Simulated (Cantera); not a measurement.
Cantera run:

```python
import numpy as np
import cantera as ct

gas_names = """
    H H2 N NH NH2 NH3 N2 N2H2 N2H4 V VN
""".split()
cond_names = """
    V(cr) V(L) VN(s)
""".split()


# ... load() reads the species with a 1 bar reference pressure and builds the phases ...
atoms = {
    'V': {'V': 1},
    'NH3': {'N': 1, 'H': 3},
    'N2': {'N': 2},
}
top_T = {'VN(s)': 2300}  # K; cautious upper limits of use, not melting points


# ... equilibrate(T, P, feed) seeds the gas with the atoms and calls Mixture.equilibrate('TP', solver="vcs", rtol=1e-11, max_steps=5000) ...
results = []
feed = {'V': 1, 'NH3': 18, 'N2': 14}  # mol
T = 2823  # K
for P in [0.1, 2.5, 63, 1600, 40000, 1000000]:
    mix = equilibrate(T, P, feed)
    results.append((T, P, feed, dict(zip(mix.species_names, mix.species_moles))))

top = {s: max(r[3][s] / sum(r[3][g] for g in gas_names) for r in results) for s in gas_names}
cols = sorted((s for s in top if top[s] > 1e-06), key=lambda s: -top[s])[:7]
seen = [c for c in cond_names if any(r[3].get(c, 0) > 1e-12 for r in results)]
print("log10 of partial pressures in bar; condensed amounts in mol")
print(f"{'P/Pa':>10s}" + "".join(f"{s[:9]:>10s}" for s in cols + seen))
for T, P, feed, n in results:
    ng = sum(n[g] for g in gas_names)
    print(f"{P:10.4g}" + "".join(f"{np.log10(max(n[s] / ng * P / 1e5, 1e-99)):10.3f}" for s in cols)
          + "".join(f"{n.get(c, 0):10.4g}" for c in seen))
```

It prints:

```
log10 of partial pressures in bar; condensed amounts in mol
      P/Pa         H        H2        N2         V         N       NH3        VN      V(L)
       0.1    -6.160   -10.216    -6.532    -7.893    -8.649   -23.701   -13.964         0
       2.5    -4.763    -7.422    -5.132    -6.494    -7.949   -18.809   -11.864         0
        63    -3.389    -4.673    -3.717    -5.078    -7.241   -13.979    -9.742         0
      1600    -2.245    -2.385    -2.227    -3.589    -6.496    -9.802    -7.507         0
     4e+04    -1.421    -0.738    -0.765    -2.127    -5.765    -6.600    -5.314         0
     1e+06    -0.693     0.719     0.658    -1.983    -5.054    -3.703    -4.459    0.9473
```

Equilibrium computed with Cantera from the NASA thermochemical tables; the gas is ideal and each condensed phase is pure. Condensed phases not in the tables: V2N, N, O or C dissolved in the metal.
